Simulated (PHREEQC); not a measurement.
Dissolve 0.059 mol KH2PO4 and 0.0014 mol KOH per kg of water at 20 °C. Closed to the air; pH follows from the charge balance.

Computed with PHREEQC (ion-association model, wateq4f.dat).

The ionic strength comes out as 0.0617 mol/kgw. What activity coefficients do HPO4-2, K+, H2PO4-, H+, KHPO4- get?

HPO4-2 0.44, K+ 0.80, H2PO4- 0.82, H+ 0.85, KHPO4- 0.82.

Precipitation was switched off in this run. H3PO4, which wateq4f.dat lacks, is added to it with the constant of phreeqc.dat.
